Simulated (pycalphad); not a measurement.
All values are pycalphad results on the COST 507 light-alloy database (1999) (1 atm), not direct measurements. These are 1990s assessments: newer ones move some temperatures and phases. Phase fractions are per mole of atoms.

**Question.** Give the equilibrium state of Si-15.6Cu (at.%) at 1127 °C.

**Answer.** 
```
T = 1400.00 K, P = 101325 Pa, N = 1 mol of atoms
G = -57683 J/mol, H = 37933 J/mol, S = 68.30 J/(mol K)  (SER reference)
chemical potentials (J/mol): Si -51222, Cu -92640
phase             fraction      x(Si)      x(Cu)
DIAMOND_A4          0.6351     1.0000       none
LIQUID              0.3649     0.5725     0.4275
```

**Question.** Give the equilibrium state of Si-15.6Cu (at.%) at 377 °C.

**Answer.** DIAMOND_A4, fraction 0.795, with no Cu at.%; CU19SI6_ETA, fraction 0.205, with 76.0 Cu at.%.

Database names, with the compositions (at.%) that they take in these runs: CU19SI6_ETA: Cu 76 Si 24. DIAMOND_A4 is diamond (Si). An entry "none" or "no" means that the model of the phase leaves that element out.
